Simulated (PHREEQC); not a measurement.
## Acid mine or pickling water (model solution)

A made-up water analysis in mmol/kgw, 16 °C, pH 3.1, pe 11.1:

| constituent | mmol/kgw |
|---|---|
| Na | 13.9 |
| K | 2.12 |
| Ca | 2.12 |
| Mg | 2.29 |
| Cl | 10.6 |
| S(6) | 10.2 |
| Pb | 0.373 |
| Mn(2) | 0.209 |
| Zn | 0.169 |

Na is adjusted to close the charge balance.
Valence states are taken as typed.

Equilibrium calculation in PHREEQC: ion-association model, phreeqc.dat.

No solid was allowed to form.

Problem. Predict the ionic strength, specific conductance.

Solution. ionic strength 0.0391 mol/kgw; specific conductance 2600 µS/cm.

Problem. In which forms is Ca present?

Solution. Ca+2 75 %, CaSO4 25 % of the Ca.

Saturation is exceeded, for instance for Anglesite; the values hold only as long as no solid forms.
